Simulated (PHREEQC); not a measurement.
Silver or lead bath: an equilibrium model

Dissolve 0.00028 mol/kgw PbCl2 and 0.0015 mol/kgw KNO3 at 25 °C. Closed to the air; pH follows from the charge balance.

Model: ion-association model, phreeqc.dat, run in PHREEQC.

No solid was allowed to form.

**Question.** Predict the pH, specific conductance.

**Answer.** pH 5.68; specific conductance 286 µS/cm.

**Question.** In which forms is Pb present?

**Answer.** Pb+2 96 %, PbCl+ 1.7 %, PbNO3+ 1.7 %, PbOH+ 0.8 % of the Pb.

Species that the database lacks are ignored.
